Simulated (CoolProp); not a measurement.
Vapour-liquid equilibrium of ethane (1) + C2F6 (R116) (2) at 0.57 MPa; x and y are mole fractions of (1).

Model: multi-fluid Helmholtz-energy mixture model, Bücker 2006 and Lemmon 2006; pair parameters Bell 2016, in CoolProp.

| x | bubble temperature (K) | y at the bubble point | dew temperature at overall composition x (K) | liquid density (mol/L) |
|---|---|---|---|---|
| 0.05 | 231.5 | 0.136 | 233.5 | 10.48 |
| 0.2 | 224.2 | [?] | 229.9 | 11.23 |
| 0.35 | 220.4 | 0.555 | [?] | 11.94 |
| 0.5 | 218.9 | 0.625 | 221.9 | 12.70 |
| 0.65 | 218.4 | 0.670 | 218.5 | 13.58 |
| 0.8 | 218.7 | 0.726 | 219.9 | [?] |
| 0.95 | 221.5 | 0.880 | 223.0 | 15.91 |

Q: Complete the blanks.

A: 
- 0.2, y at the bubble point: 0.416
- 0.35, dew temperature at overall composition x (K): 226.0
- 0.8, liquid density (mol/L): 14.67

y crosses x between x = 0.65 and 0.8: the model has an azeotrope there.

The pair parameters rest on a limited set of measurements; away from them the model extrapolates.
